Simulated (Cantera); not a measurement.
An isothermal, constant-pressure homogeneous reactor starts with NH3 : N2 = 1 : 0.32 (molar parts), at 1500 K and 100000 Pa. Integrator tolerance rtol = 1e-08.

Computed with Cantera and the gas-phase N/H chemistry of the illustrative SiF4/NH3 mechanism in the Surface Chemkin manual (1991). Walls and surfaces, which speed up NH3 decomposition in real reactors, are not modelled.

Task: What does this change do: temperature 1500 to 2325 K?

Result: 
```tsv
quantity	before	after
x(NH3) at 40.0 s	0.339 (gas-phase equilibrium 1.89e-5)	3.85e-6 (gas-phase equilibrium 3.85e-6)
x(N2H4) at 40.0 s	3.32e-8 (gas-phase equilibrium <1e-12)	<1e-12 (gas-phase equilibrium <1e-12)
x(N2) at 40.0 s	0.304 (gas-phase equilibrium 0.353)	0.352 (gas-phase equilibrium 0.352)
x(H2) at 40.0 s	0.357 (gas-phase equilibrium 0.647)	0.639 (gas-phase equilibrium 0.639)
x(NH2) at 40.0 s	1.72e-5 (gas-phase equilibrium 9.18e-10)	1.70e-7 (gas-phase equilibrium 1.70e-7)
x(N) at 40.0 s	7.08e-10 (gas-phase equilibrium <1e-12)	3.02e-8 (gas-phase equilibrium 3.02e-8)
```

Task: What does this change do: NH3 1 to 0.18 parts?

Result: 
```json
[
 {"quantity": "x(NH3) at 40.0 s", "before": "0.339 (gas-phase equilibrium 1.89e-5)", "after": "0.174 (gas-phase equilibrium 1.19e-5)"},
 {"quantity": "x(N2H4) at 40.0 s", "before": "3.32e-8 (gas-phase equilibrium <1e-12)", "after": "1.66e-8 (gas-phase equilibrium <1e-12)"},
 {"quantity": "x(N2) at 40.0 s", "before": "0.304 (gas-phase equilibrium 0.353)", "after": "0.621 (gas-phase equilibrium 0.603)"},
 {"quantity": "x(H2) at 40.0 s", "before": "0.357 (gas-phase equilibrium 0.647)", "after": "0.205 (gas-phase equilibrium 0.397)"},
 {"quantity": "x(NH2) at 40.0 s", "before": "1.72e-5 (gas-phase equilibrium 9.18e-10)", "after": "1.22e-5 (gas-phase equilibrium 7.36e-10)"},
 {"quantity": "x(N) at 40.0 s", "before": "7.08e-10 (gas-phase equilibrium <1e-12)", "after": "9.34e-10 (gas-phase equilibrium <1e-12)"}
]
```
